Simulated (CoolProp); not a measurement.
Vapour pressure (kPa) of fluoroethane (R161): the reference equation beside estimates from Tc = 375.2 K, pc = 5010 kPa, ω = 0.216. Clausius-Clapeyron is anchored at 234.7 K with a constant enthalpy of vaporisation of 20.47 kJ/mol.

Values from CoolProp's reference Helmholtz-energy equation of state, Wu 2012.

```
T (K)  reference  Clausius-Clapeyron  van der Waals  Redlich-Kwong  Peng-Robinson
-----  ---------  ------------------  -------------  -------------  -------------
234.7      97.22               97.22          550.9          156.6          97.30
243        140.7               139.1          666.9          219.0          140.6
251.2      197.3               193.6          796.5          297.0          196.8
259.5      271.2               264.9          943.6          395.0          270.3
267.8      364.7               355.4           1108          514.6          363.3
276.1      480.9               468.5           1289          658.1          478.9
284.4      623.0               607.7           1488          827.9          620.7
292.6      792.1               774.5           1704           1024          789.9
```

Absolute difference from the reference over all 8 rows, mean and median: Clausius-Clapeyron 1.9 and 2.3 %, van der Waals 252.3 and 225.9 %, Redlich-Kwong 44.1 and 43.4 %, Peng-Robinson 0.3 and 0.3 %.
